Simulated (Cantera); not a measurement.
A freely propagating, adiabatic, planar premixed flame of 11.2 % CH₄, 18.7 % O₂, 70.1 % N₂, unburnt at 475 K and 1.00 atm; mixture-averaged transport, grid criteria slope 0.08 and curve 0.16, no radiation.

Detailed kinetics in Cantera: GRI-Mech 3.0 (53 species, 325 reactions). Burning velocities carry a grid error of a few per cent, more on coarse grids.

Q: Predict: laminar burning velocity; thermal thickness; peak x(CH₃); peak x(CH₂CO).

A: 
```
Item                          Value
------------------------  ---------
laminar burning velocity  76.4 cm/s
thermal thickness          0.375 mm
peak x(CH₃)                 0.00369
peak x(CH₂CO)              0.000201
```
